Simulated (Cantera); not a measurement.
Mixture: 16.5 % H2, 17.5 % O2, 66.0 % N2, at 100000 Pa, adiabatic and at constant volume. Ignition delay is the time to a rise of 400 K.

Computed with Cantera and the H2/O2 subset of GRI-Mech 3.0, which has no nitrogen chemistry. Where the delays flatten at high temperature, the 400 K rule measures the pace of heat release, not the induction time.

Predict: delay at 1173 K; delay at 1273 K; delay at 1373 K; delay at 1473 K; delay at 1573 K.


| Quantity | Value |
|---|---|
| delay at 1173 K | 56.5 µs |
| delay at 1273 K | 35.5 µs |
| delay at 1373 K | 25.8 µs |
| delay at 1473 K | 21.2 µs |
| delay at 1573 K | 19.3 µs |
